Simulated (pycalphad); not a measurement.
# Effect of Si content in Ti-Mn-Si

Source of the numbers: pycalphad with the COST 507 light-alloy database (1999); pressure 1 atm. These are 1990s assessments: newer ones move some temperatures and phases. The system is extrapolated from its subsystems; higher-order compounds may be missing. Amounts are mole fractions of atoms. Kinetics are ignored, which matters at the lower temperatures.

```
alloy                    liquidus (K)  first solid  solidus (K)                 phases at 875 K
-----------------------  ------------  -----------  -----------  ------------------------------
Ti-2.39Mn-0.93Si (at.%)          1894          bcc         1766  hcp 0.84, bcc 0.14, SITI3 0.02
Ti-2.39Mn-1.24Si (at.%)          1888          bcc         1740  hcp 0.82, bcc 0.14, SITI3 0.03
Ti-2.39Mn-1.86Si (at.%)          1877          bcc         1697  hcp 0.80, bcc 0.14, SITI3 0.06
Ti-2.39Mn-4.96Si (at.%)           [?]          bcc          [?]                             [?]
```

Question: Fill in the missing entries.

Answer: 
- Ti-2.39Mn-4.96Si (at.%), liquidus (K): 1818
- Ti-2.39Mn-4.96Si (at.%), solidus (K): 1584
- Ti-2.39Mn-4.96Si (at.%), phases at 875 K: hcp 0.67, SITI3 0.19, bcc 0.15

Database names, with the compositions (at.%) that they take in these runs: SITI3: Ti 75 Si 25.
